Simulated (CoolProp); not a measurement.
Properties of dodecamethylpentasiloxane (MD3M) along the isobar 4.86 MPa (Tc = 354.9 °C, pc = 0.9540 MPa, ω = 0.730).

Values from CoolProp's reference Helmholtz-energy equation of state, Thol 2019.

| T (°C) | phase | Z | speed of sound (m/s) | Joule-Thomson coefficient (K/MPa) | isothermal compressibility (1/MPa) | expansivity (1/kK) | fugacity coefficient |
|---|---|---|---|---|---|---|---|
| -41.65 | liquid | 1.035 | 1209 | -0.5395 | 0.0009030 | 1.030 | 7.524e-10 |
| -18.95 | liquid | 0.9648 | 1124 | -0.5087 | 0.001050 | 1.034 | 2.408e-8 |
| 3.65 | liquid | 0.9071 | 1047 | -0.4821 | 0.001222 | 1.043 | 3.799e-7 |
| 26.35 | liquid | 0.8585 | 974.5 | -0.4576 | 0.001428 | 1.058 | 3.598e-6 |
| 48.95 | liquid | 0.8178 | 906.7 | -0.4341 | 0.001673 | 1.078 | 2.265e-5 |
| 71.55 | liquid | 0.7832 | 842.8 | -0.4105 | 0.001968 | 1.104 | 0.0001044 |
| 94.25 | liquid | 0.7538 | 782.1 | -0.3859 | 0.002327 | 1.136 | 0.0003782 |
| 116.85 | liquid | 0.7289 | 724.8 | -0.3597 | 0.002762 | 1.173 | 0.001116 |
| 139.55 | liquid | 0.7077 | 670.1 | -0.3312 | 0.003298 | 1.217 | 0.002813 |
| 162.15 | liquid | 0.6901 | 618.5 | -0.2999 | 0.003959 | 1.268 | 0.006183 |
| 184.85 | liquid | 0.6755 | 569.3 | -0.2645 | 0.004787 | 1.327 | 0.01220 |
| 207.45 | liquid | 0.6638 | 522.9 | -0.2244 | 0.005824 | 1.395 | 0.02189 |
| 230.15 | liquid | 0.6548 | 478.7 | -0.1778 | 0.007148 | 1.474 | 0.03641 |
